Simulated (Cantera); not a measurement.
Input (Python, Cantera) and output of one run.

```python
import numpy as np
import cantera as ct

gas_names = """
    Cr CrO CrO2 CrO3 H HO2 H2 H2O H2O2 O OH O2 O3
""".split()
cond_names = """
    Cr(cr) Cr(L) Cr2O3(s) Cr2O3(L) H2O(s) H2O(L)
""".split()


# ... load() reads the species with a 1 bar reference pressure and builds the phases ...
atoms = {
    'Cr': {'Cr': 1},
    'H2O': {'H': 2, 'O': 1},
    'H2': {'H': 2},
}
top_T = {}  # K; cautious upper limits of use, not melting points


# ... equilibrate(T, P, feed) seeds the gas with the atoms and calls Mixture.equilibrate('TP', solver="vcs", rtol=1e-11, max_steps=5000) ...
results = []
feed = {'Cr': 1, 'H2O': 0.68, 'H2': 3.8}  # mol
P = 15000  # Pa
for T in [1698, 1798, 1898, 1998, 2098, 2198, 2298, 2398, 2498, 2598, 2698]:
    mix = equilibrate(T, P, feed)
    results.append((T, P, feed, dict(zip(mix.species_names, mix.species_moles))))

top = {s: max(r[3][s] / sum(r[3][g] for g in gas_names) for r in results) for s in gas_names}
cols = sorted((s for s in top if top[s] > 0.001), key=lambda s: -top[s])[:9]
seen = [c for c in cond_names if any(r[3].get(c, 0) > 1e-12 for r in results)]
print("log10 of partial pressures in bar; condensed amounts in mol")
print(f"{'T/K':>10s}" + "".join(f"{s[:9]:>10s}" for s in cols + seen))
for T, P, feed, n in results:
    ng = sum(n[g] for g in gas_names)
    print(f"{T:10.4g}" + "".join(f"{np.log10(max(n[s] / ng * P / 1e5, 1e-99)):10.3f}" for s in cols)
          + "".join(f"{n.get(c, 0):10.4g}" for c in seen))
```

Output:

```
log10 of partial pressures in bar; condensed amounts in mol
       T/K        H2        Cr         H       H2O       CrO        OH      CrO2    Cr(cr)     Cr(L)  Cr2O3(s)
      1698    -0.826    -4.695    -4.253    -3.230    -7.446    -7.946   -10.242    0.5578         0    0.2208
      1798    -0.827    -4.045    -3.867    -3.020    -6.519    -7.242    -9.123     0.563         0    0.2171
      1898    -0.830    -3.467    -3.522    -2.833    -5.693    -6.612    -8.124    0.5658         0     0.212
      1998    -0.835    -2.951    -3.212    -2.666    -4.953    -6.045    -7.228    0.5562         0    0.2049
      2098    -0.846    -2.488    -2.935    -2.521    -4.287    -5.535    -6.419    0.5081         0    0.1953
      2198    -0.868    -2.085    -2.688    -2.390    -3.690    -5.067    -5.681         0    0.3691    0.1811
      2298    -0.914    -1.726    -2.476    -2.292    -3.149    -4.647    -5.007         0  0.003481    0.1587
      2398    -0.951    -1.675    -2.278    -2.012    -2.748    -4.076    -4.299         0         0    0.0862
      2498    -0.996    -1.637    -2.101    -1.848    -2.470    -3.639    -3.822         0         0         0
      2598    -1.010    -1.646    -1.924    -1.866    -2.455    -3.417    -3.819         0         0         0
      2698    -1.030    -1.658    -1.764    -1.889    -2.445    -3.215    -3.819         0         0         0
```

Cantera equilibrium calculation (NASA polynomials, part measured and part estimated; ideal gas, pure solids and liquids). Mutual solubility and eutectic melting of coexisting phases are not modelled.
